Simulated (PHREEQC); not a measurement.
Consider water at 25 °C with 0.0036 mol CuCl2, 4.9e-05 mol HNO3 and 0.3 mol FeCl3 per kg of water. Closed to the air; pH follows from the charge balance.

The numbers come from PHREEQC with the ion-association model, phreeqc.dat.

| Quantity | Value |
|---|---|
| pH | 1.92 |
| ionic strength | 0.903 mol/kgw |
| activity of water | 0.985 |
| total alkalinity | -600 meq/kg |

| species | molality | activity | log γ |
|---|---|---|---|
| Cl- | 0.584 | 0.358 | -0.212 |
| FeCl+2 | 0.171 | 0.0298 | -0.757 |
| FeCl2+ | 0.0738 | 0.0478 | -0.189 |
| Fe+3 | 0.0385 | 0.00276 | -1.145 |
| H+ | 0.0162 | 0.0121 | -0.127 |
| FeOH+2 | 0.00831 | 0.00145 | -0.757 |
| Fe2(OH)2+4 | 0.00331 | 5.68e-5 | -1.765 |
| Cu+2 | 0.00263 | 0.000557 | -0.675 |
| FeCl3 | 0.00139 | 0.00171 | 0.090 |
| CuCl+ | 0.000882 | 0.000537 | -0.216 |
| Fe3(OH)4+5 | 0.000267 | 4.67e-7 | -2.758 |
| CuCl2 | 8.40e-5 | 0.000103 | 0.090 |
| Fe(OH)2+ | 5.95e-5 | 3.93e-5 | -0.180 |

This is a speciation only: nothing precipitates in the calculation. The solution is supersaturated, for example in Hematite (slow to form), Goethite (slow to form), so a real one may precipitate; this is no full list. Ionic strength above about 0.7 mol/kgw puts this run outside the model's range.
